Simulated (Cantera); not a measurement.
Thermodynamics of metals in furnace atmospheres, feed Cu + NH₃ + H₂ + CO₂

Feed: 1 mol Cu, 1.8 mol NH₃, 89 mol H₂, 0.8 mol CO₂, held at 38.0 Pa.

Equilibrium computed with Cantera from the NASA thermochemical tables; the gas is ideal and each condensed phase is pure. Candidate condensed phases: C, C₆H₆, C₇H₈, C₈H₁₈, Cu, CuO, Cu(OH)₂, Cu₂O, H₂O; 139 gas species. Rates play no part.

From 802 °C to 952 °C the condensed part is Cu(s). At 1102 °C the condensed part is Cu(l). From 1252 °C to 1702 °C nothing is condensed. The main Cu-bearing gas is Cu throughout.

| T (°C) | x H₂ | x H | x Cu | x N₂ | x CO | x H₂O | x CO₂ | n Cu(s) | n Cu(l) |
|---|---|---|---|---|---|---|---|---|---|
| 802 | 0.973 | 7.43e-7 | 6.72e-7 | 0.00964 | 0.00849 | 0.00849 | 7.96e-5 | 1.000 | 0 |
| 952 | 0.973 | 1.58e-5 | 6.37e-5 | 0.00964 | 0.00851 | 0.00851 | 5.07e-5 | 0.994 | 0 |
| 1102 | 0.971 | 0.000173 | 0.00217 | 0.00961 | 0.00851 | 0.00851 | 3.61e-5 | 0 | 0.797 |
| 1252 | 0.962 | 0.00119 | 0.0106 | 0.00953 | 0.00844 | 0.00844 | 2.75e-5 | 0 | 0 |
| 1402 | 0.957 | 0.00583 | 0.0106 | 0.00951 | 0.00843 | 0.00843 | 2.24e-5 | 0 | 0 |
| 1552 | 0.941 | 0.0219 | 0.0105 | 0.00943 | 0.00836 | 0.00835 | 1.89e-5 | 0 | 0 |
| 1702 | 0.898 | 0.0665 | 0.0102 | 0.00922 | 0.00818 | 0.00812 | 1.65e-5 | 0 | 0 |
x: gas mole fraction; n: condensed amount in mol.
